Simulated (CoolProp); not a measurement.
Properties of toluene along the isobar 223 kPa (Tc = 591.7 K, pc = 4126 kPa, ω = 0.266).

Computed with CoolProp (reference Helmholtz-energy equation of state, Lemmon 2006). It is a short technical equation, of lower accuracy than the large ones.

```
T (K)   phase         Z  viscosity (µPa s)  Prandtl number  fugacity coefficient
-----  ------  --------  -----------------  --------------  --------------------
356.9  liquid       [?]                308            5.12                0.1951
364    liquid  0.008494                290            4.98                0.2453
371.2  liquid  0.008405                274            4.85                0.3060
378.4  liquid       [?]                259            4.73                0.3777
385.6  liquid  0.008244                246            4.62                0.4615
392.7  liquid  0.008172                233            4.52                   [?]
399.9  liquid  0.008105                222            4.43                0.6686
407.1  liquid  0.008044                211            4.35                0.7956
421.4     gas    0.9342               9.62           0.749                0.9384
428.6     gas    0.9383               9.79           0.745                0.9419
435.8     gas    0.9419               9.96           0.743                0.9451
443       gas    0.9453               10.1           0.740                0.9481
450.1     gas    0.9484               10.3             [?]                0.9509
457.3     gas    0.9512               10.5           0.736                0.9535
464.5     gas    0.9539                [?]             [?]                   [?]
```

Question: What belongs in the gaps?

Answer: 
- 356.9, Z: 0.008587
- 378.4, Z: 0.008322
- 392.7, fugacity coefficient: 0.5572
- 450.1, Prandtl number: 0.738
- 464.5, viscosity (µPa s): 10.6
- 464.5, Prandtl number: 0.734
- 464.5, fugacity coefficient: 0.9559

Viscosity comes from a separate model (Avgeri 2015). Thermal conductivity comes from a separate model (Assael 2012).
